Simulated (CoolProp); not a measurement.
Vapour-liquid equilibrium of cyclopropane (1) + R134a (2) at 15.5 bar; x and y are mole fractions of (1).

Values from CoolProp's multi-fluid Helmholtz-energy mixture model, Polt 1992 and Tillner-Roth 1994; pair parameters Bell 2016. This equation is an older, rougher fit; its heat capacities, sound speeds and derivatives of the liquid may be far off and weren't checked against measurements.

Question: Give the bubble temperature and the first vapour's composition at x = 0.35, 0.85, 0.95. Is there an azeotrope?

Answer: x = 0.35: 318.9 K, y = 0.420; x = 0.85: 321.5 K, y = 0.760; x = 0.95: 325.9 K, y = 0.898. y crosses x between x = 0.45 and 0.55: the model has an azeotrope there.

The pair parameters rest on a limited set of measurements; away from them the model extrapolates.
